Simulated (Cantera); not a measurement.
Input (Python, Cantera) and output of one run.

```python
import numpy as np
import cantera as ct

gas_names = """
    H HO2 H2 H2O H2O2 O OH O2 O3 Ti TiO TiO2
""".split()
cond_names = """
    H2O(s) H2O(L) Ti(a) Ti(b) Ti(L) TiO(a) TiO(b) TiO(L) TiO2(ru) TiO2(L) Ti2O3(a) Ti2O3(b) Ti2O3(L)
    Ti3O5(a) Ti3O5(b) Ti3O5(L) Ti4O7(s) Ti4O7(L)
""".split()


# ... load() reads the species with a 1 bar reference pressure and builds the phases ...
atoms = {
    'Ti': {'Ti': 1},
    'O2': {'O': 2},
    'H2': {'H': 2},
}
top_T = {}  # K; cautious upper limits of use, not melting points


# ... equilibrate(T, P, feed) seeds the gas with the atoms and calls Mixture.equilibrate('TP', solver="vcs", rtol=1e-11, max_steps=5000) ...
results = []
feed = {'Ti': 1, 'O2': 0.46, 'H2': 20}  # mol
T = 1923  # K
P = 78  # Pa
mix = equilibrate(T, P, feed)
results.append((T, P, feed, dict(zip(mix.species_names, mix.species_moles))))
print(gas.report(threshold=0.0001))
for i in range(1, mix.n_phases):
    print(f"{mix.phase(i).name:16s} {mix.phase_moles(i):12.5e} mol")
```

Result:

```
       temperature   1923 K
          pressure   78 Pa
           density   1.0621e-05 kg/m^3
  mean mol. weight   2.1771 kg/kmol
   phase of matter   gas

                          1 kg             1 kmol
                     ---------------   ---------------
          enthalpy        2.7029e+07        5.8844e+07  J
   internal energy        1.9685e+07        4.2855e+07  J
           entropy        1.1351e+05        2.4711e+05  J/K
    Gibbs function       -1.9125e+08       -4.1636e+08  J
 heat capacity c_p             15369             33461  J/K
 heat capacity c_v             11550             25146  J/K

                      mass frac. Y      mole frac. X     chem. pot. / RT
                     ---------------   ---------------   ---------------
                 H          0.015324          0.033096           -13.275
                H2           0.89151           0.96275            -26.55
                Ti          0.086145          0.003918           -7.5041
               TiO         0.0070095        0.00023894           -44.554
     [   +8 minor]        7.4812e-06        8.3749e-07

Ti(b)             0.00000e+00 mol
TiO(b)            9.15103e-01 mol
TiO2(ru)          0.00000e+00 mol
Ti2O3(b)          0.00000e+00 mol
Ti3O5(b)          0.00000e+00 mol
Ti4O7(s)          0.00000e+00 mol
```

Equilibrium computed with Cantera from the NASA thermochemical tables; the gas is ideal and each condensed phase is pure. TiO: taken at fixed stoichiometry.
